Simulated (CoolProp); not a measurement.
Computed with CoolProp (reference Helmholtz-energy equation of state, Lemmon 2006). It is a short technical equation, of lower accuracy than the large ones.

Q: For toluene, give the phase and the speed of sound (m/s), Prandtl number at 620 K and 5160 kPa; 620 K and 7220 kPa; 620 K and 9280 kPa.

A: 
- 620 K and 5160 kPa: supercritical; speed of sound 121, Prandtl number 1.62
- 620 K and 7220 kPa: supercritical; speed of sound 208, Prandtl number 2.18
- 620 K and 9280 kPa: supercritical; speed of sound 284, Prandtl number 2.26

Viscosity comes from a separate model (Avgeri 2015). Thermal conductivity comes from a separate model (Assael 2012).
